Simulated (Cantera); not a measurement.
Feed: 1 mol c-C4F8, 0.3 mol H2, at 1000 Pa.

Equilibrium computed with Cantera from the NASA thermochemical tables; the gas is ideal and each condensed phase is pure. Candidate condensed phases: C, C6H6, C7H8, C8H18; 95 gas species. The feed counts by its element totals alone. Gases not in the tables: C2F6 and larger saturated fluorocarbons. The numbers say what is thermodynamically allowed, not how fast it happens.

### Question
What share of the C ends up in condensed phases as a function of T (K), at 2273, 2373, 2473, 2573, 2673, 2773, 2873, 2973, 3073?

### Answer
| T (K) | C condensed (%) | as |
|---|---|---|
| 2273 | 40.7 | C(graphite) |
| 2373 | 39.4 | C(graphite) |
| 2473 | 45.0 | C(graphite) |
| 2573 | 54.3 | C(graphite) |
| 2673 | 63.1 | C(graphite) |
| 2773 | 68.8 | C(graphite) |
| 2873 | 69.1 | C(graphite) |
| 2973 | 59.2 | C(graphite) |
| 3073 | 24.7 | C(graphite) |
